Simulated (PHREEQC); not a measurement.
A solution holds 0.087 mol/kgw HCl, 0.0016 mol/kgw FeSO4 and 0.00074 mol/kgw Fe2(SO4)3, at 25 °C. Closed to the air; pH follows from the charge balance.

The numbers come from PHREEQC with the ion-association model, phreeqc.dat.

```json
{
  "pH": "1.16",
  "ionic_strength": "0.0947 mol/kgw",
  "specific_conductance": "30500 µS/cm",
  "density": "0.999 g/cm³",
  "total_alkalinity": "-90.0 meq/kg"
}
```

```tsv
species	molality	activity	log γ
Cl-	0.0863	0.0665	-0.113
H+	0.0843	0.0698	-0.082
HSO4-	0.00252	0.00198	-0.106
Fe+2	0.00148	0.000602	-0.391
SO4-2	0.000767	0.000291	-0.421
Fe+3	0.000467	8.50e-5	-0.740
FeCl+2	0.000446	0.000171	-0.417
FeSO4+	0.000345	0.000271	-0.104
FeHSO4+2	0.000134	5.08e-5	-0.422
FeCl+	7.05e-5	5.53e-5	-0.106
FeCl2+	6.45e-5	5.08e-5	-0.104
FeSO4	3.05e-5	3.12e-5	0.009
FeOH+2	2.05e-5	7.84e-6	-0.417
FeHSO4+	1.82e-5	1.43e-5	-0.106
Fe(SO4)2-	2.21e-6	1.73e-6	-0.106
FeCl3	3.31e-7	3.38e-7	0.009
```

This is a speciation only: nothing precipitates in the calculation. The solution is supersaturated, for example in Hematite (slow to form), Goethite (slow to form), so a real one may precipitate; this is no full list.
